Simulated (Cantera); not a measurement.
A closed system holds: 1 mol Si, 2 mol HF, 3.6 mol H2, at 1198.15 K and 13.3 mbar.

Cantera equilibrium calculation (NASA polynomials, part measured and part estimated; ideal gas, pure solids and liquids). Candidate condensed phases: Si; 25 gas species. The tables' values for SiF3, SiF2 are old estimates; treat these amounts as uncertain. Rates play no part.

Base state: H2 0.899, SiF4 0.0905, SiHF3 0.00615, SiF3 0.00357, HF 0.000426, SiH2F2 0.000206, SiF2 0.000155 (mole fractions); condensed: Si(s).

**Question.** What changes in the equilibrium state with this change: pressure from 13.3 mbar to 36.0 Pa?

**Answer.** 
```
species       before     after
----------  --------  --------
H2             0.899     0.898
SiF4          0.0905    0.0887
SiF3         0.00357   0.00868
SiHF3        0.00615   0.00246
SiH2F2      0.000206   3.34e-5
SiF2        0.000155  0.000936
HF          0.000426   0.00104
Si(s), mol     0.487     0.485
```

**Question.** What changes in the equilibrium state with this change: 1.5 mol H2O added?

**Answer.** 
```csv
species,before,after
H2,0.899,0.820
HF,0.000426,0.132
SiF4,0.0905,0.0403
H2O,0,0.00729
SiH2F2,0.000206,<1e-9
SiF2,0.000155,<1e-9
SiHF3,0.00615,8.06e-6
"Si(s), mol",0.487,0
"SiO2(β-quartz), mol",0,0.725
```
The tables hold silica as quartz up to 1696 K and as liquid above; real silica turns to tridymite and cristobalite and melts near 1996 K. Further candidate phases: H2O, SiO2.
